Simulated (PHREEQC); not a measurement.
Synthetic water in mg/L, 26 °C, pH 3.48, pe 9.1:

| constituent | mg/L |
|---|---|
| Na | 795 |
| K | 31.7 |
| Ca | 88.7 |
| Mg | 295 |
| Cl | 618 |
| S(6) as SO4 | 2200 |
| Cu(2) | 9.56 |
| Br | 5.94 |
| Zn | 24.6 |
| N(5) as NO3 | 0.701 |

Valence states are taken as typed.

Model: ion-association model, phreeqc.dat, run in PHREEQC.

Each row changes one thing in this solution. No solid was allowed to form.

```json
[
 {"case": "as made", "ionic strength (mol/kgw)": "0.0769", "Na+ (mol/kgw)": "0.0336", "SO4-2 (mol/kgw)": "0.0158", "Mg+2 (mol/kgw)": "0.00735", "MgSO4 (mol/kgw)": "0.00484", "Ca+2 (mol/kgw)": "0.00151", "SI of Gypsum (CaSO4:2H2O)": "-0.81", "SI of Halite (NaCl)": "-5.00"},
 {"case": "temperature from 26 to 85 °C at the same typed pH", "ionic strength (mol/kgw)": "0.0648", "Na+ (mol/kgw)": "0.0336", "SO4-2 (mol/kgw)": "(withheld)", "Mg+2 (mol/kgw)": "(withheld)", "MgSO4 (mol/kgw)": "0.00758", "Ca+2 (mol/kgw)": "0.00149", "SI of Gypsum (CaSO4:2H2O)": "-0.78", "SI of Halite (NaCl)": "-5.06"},
 {"case": "all concentrations times 4 at the same typed pH", "ionic strength (mol/kgw)": "0.278", "Na+ (mol/kgw)": "0.131", "SO4-2 (mol/kgw)": "0.0535", "Mg+2 (mol/kgw)": "0.0248", "MgSO4 (mol/kgw)": "0.0246", "Ca+2 (mol/kgw)": "0.00534", "SI of Gypsum (CaSO4:2H2O)": "-0.09", "SI of Halite (NaCl)": "(withheld)"}
]
```

Task: Complete the blanks.

Result: 
- temperature from 26 to 85 °C at the same typed pH, SO4-2 (mol/kgw): 0.0124
- temperature from 26 to 85 °C at the same typed pH, Mg+2 (mol/kgw): 0.00461
- all concentrations times 4 at the same typed pH, SI of Halite (NaCl): -3.90

Species that the database lacks are ignored. At this temperature some constants are extrapolated from 25 °C, and those without enthalpy data are left unchanged.
